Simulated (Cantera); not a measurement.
A perfectly stirred reactor is fed with 32.9 % H₂, 17.7 % O₂, 49.4 % N₂, at 690 Torr; it is adiabatic with a 525 K inlet, and is followed from long to short residence time, starting on the burning branch (τ in s: 0.079, 0.032, 0.013, 0.0052, 0.0021, 0.00085, 0.00034, 0.00014, 5.6e-05, 2.3e-05).

Cantera simulation using the H2/O2 subset of GRI-Mech 3.0, which has no nitrogen chemistry; the numbers are that mechanism's predictions, not measurements.

x: mole fraction; the columns are a selection and need not sum to one.

```
τ (s)    T (K)    x H₂    x O₂  x H₂O      x H      x O    x OH   x H₂O₂
-------  -----  ------  ------  -----  -------  -------  ------  -------
0.079     2616  0.0254  0.0216  0.344  0.00697  0.00391  0.0221  4.32e-7
0.032     2612  0.0257  0.0216  0.344  0.00709  0.00396  0.0222  4.28e-7
0.013     2605  0.0262  0.0219  0.343  0.00739  0.00409  0.0224  4.19e-7
0.0052    2586  0.0276  0.0225  0.340  0.00818  0.00442  0.0229  3.98e-7
0.0021    2540  0.0307  0.0238  0.334   0.0102  0.00523  0.0240  3.62e-7
0.00085   2443  0.0366  0.0265  0.321   0.0151  0.00707  0.0257  3.37e-7
0.00034   2283  0.0444  0.0308  0.303   0.0246   0.0102  0.0267  3.90e-7
0.00014   2090  0.0513  0.0358  0.284   0.0383   0.0140  0.0254  5.91e-7
5.6e-5     ___     ___     ___  0.265      ___   0.0173     ___      ___
2.3e-5    1652  0.0651  0.0509  0.244   0.0731   0.0185  0.0163  2.70e-6
```

Q: What belongs in the gaps?

A: 
- 5.6e-5, T (K): 1872
- 5.6e-5, x H₂: 0.0569
- 5.6e-5, x O₂: 0.0420
- 5.6e-5, x H: 0.0560
- 5.6e-5, x OH: 0.0217
- 5.6e-5, x H₂O₂: 1.17e-6
